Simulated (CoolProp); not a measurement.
CH2F2 (R32) along the isotherm 368.2 K: Z from the reference equation and from simpler models built on Tc = 351.3 K, pc = 5.783 MPa, ω = 0.277; each cubic takes its own stable root.

Values from CoolProp's reference Helmholtz-energy equation of state, Tillner-Roth 1997.

```
p (MPa)          phase  reference
-------  -------------  ---------
1.2                gas     0.9297
2.41               gas     0.8533
3.61               gas     0.7701
4.82               gas     0.6748
6.02     supercritical     0.5614
7.23     supercritical     0.4092
8.43     supercritical     0.2824
9.64     supercritical     0.2705
10.8     supercritical     0.2804
12       supercritical     0.2960
13.3     supercritical     0.3151
14.5     supercritical     0.3336
```

Question: How far does each simpler model (van der Waals, Soave-Redlich-Kwong) lie from the reference over these 12 states: mean and median of the absolute difference, and the worst?

Answer: 
- van der Waals: mean 26.0 %, median 18.9 %, worst +54.4 % at 368.2 K and 14.5 MPa
- Soave-Redlich-Kwong: mean 20.1 %, median 23.7 %, worst +36.9 % at 368.2 K and 9.64 MPa
